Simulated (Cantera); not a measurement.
Charge: 1 mol Si3N4, 5.8 mol F2, 8.7 mol H2, at 1098 K and 1.90 mbar.

Cantera equilibrium calculation (NASA polynomials, part measured and part estimated; ideal gas, pure solids and liquids). Candidate condensed phases: Si, Si3N4; 37 gas species. The tables' values for SiF3 are old estimates; treat these amounts as uncertain. The numbers say what is thermodynamically allowed, not how fast it happens.

What is the equilibrium state?


| Item | Value |
|---|---|
| x(H2) | 0.641 |
| x(SiF4) | 0.213 |
| x(N2) | 0.143 |
| x(HF) | 0.00183 |
| x(SiHF3) | 0.000696 |
| x(SiF3) | 0.000435 |
| x(SiF2) | 1.32e-6 |
| x(SiH2F2) | 1.16e-6 |
| n(Si3N4(s)) | 0.0341 mol |
| gas amount | 13.54 mol |
| log10 activity of Si(s) (absent) | -3.65 |
